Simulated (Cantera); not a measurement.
An adiabatic, constant-pressure homogeneous reactor starts with CH₄ : CO : O₂ : N₂ = 1 : 0.44 : 2.58 : 14 (molar parts), equivalence ratio 0.86, at 1775 K and 10.0 bar.

Model: GRI-Mech 3.0 (53 species, 325 reactions), integrated in Cantera.

### Question
Predict: time of steepest temperature rise; temperature at 2.00 s; equilibrium temperature; x(CO) at 2.00 s; x(O₂) at 2.00 s; x(HCN) at 2.00 s; x(OH) at 2.00 s; x(CO₂) at 2.00 s.

### Answer
| Quantity | Result |
|---|---|
| time of steepest temperature rise | 24.8 µs |
| temperature at 2.00 s | 2803 K |
| equilibrium temperature | 2803 K |
| x(CO) at 2.00 s | 0.0196 (gas-phase equilibrium 0.0196) |
| x(O₂) at 2.00 s | 0.0224 (gas-phase equilibrium 0.0224) |
| x(HCN) at 2.00 s | 1.13e-9 (gas-phase equilibrium 1.13e-9) |
| x(OH) at 2.00 s | 0.0108 (gas-phase equilibrium 0.0108) |
| x(CO₂) at 2.00 s | 0.0599 (gas-phase equilibrium 0.0599) |
